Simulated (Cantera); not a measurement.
What does this Cantera script print?

```python
import numpy as np
import cantera as ct

gas_names = """
    CL CL2 H HCL H2 Si SiCL SiCL2 SiCL3 SiCL4 SiH SiHCL3 SiH2 SiH2CL2 SiH3 SiH3CL SiH4 Si2 Si3
""".split()
cond_names = """
    Si(cr) Si(L)
""".split()


# ... load() reads the species with a 1 bar reference pressure and builds the phases ...
atoms = {
    'SiHCl3': {'Si': 1, 'H': 1, 'CL': 3},
    'H2': {'H': 2},
}
top_T = {}  # K; cautious upper limits of use, not melting points


# ... equilibrate(T, P, feed) seeds the gas with the atoms and calls Mixture.equilibrate('TP', solver="vcs", rtol=1e-11, max_steps=5000) ...
results = []
feed = {'SiHCl3': 1, 'H2': 6.1}  # mol
T = 1623  # K
P = 1700  # Pa
mix = equilibrate(T, P, feed)
results.append((T, P, feed, dict(zip(mix.species_names, mix.species_moles))))
x = sorted(zip(gas.X, gas.species_names), reverse=True)
print(f"T = {T:g} K  P = {P:g} Pa  gas = {mix.phase_moles(0):.4g} mol")
print("   x: " + "  ".join(f"{s} {v:.3e}" for v, s in x if v > 0.0001))
print("   condensed (mol): " + ("  ".join(f"{mix.phase(i).name} {mix.phase_moles(i):.4g}"
      for i in range(1, mix.n_phases) if mix.phase_moles(i) > 1e-12) or "none"))
```

Output:

```
T = 1623 K  P = 1700 Pa  gas = 8.088 mol
   x: H2 7.409e-01  HCL 1.496e-01  SiCL2 1.057e-01  SiCL3 2.877e-03  H 4.563e-04  SiCL4 1.828e-04  SiHCL3 1.403e-04
   condensed (mol): Si(cr) 0.1186
```

Cantera equilibrium calculation (NASA polynomials, part measured and part estimated; ideal gas, pure solids and liquids). The tables' values for SiCl3, SiCl are old estimates; treat these amounts as uncertain.
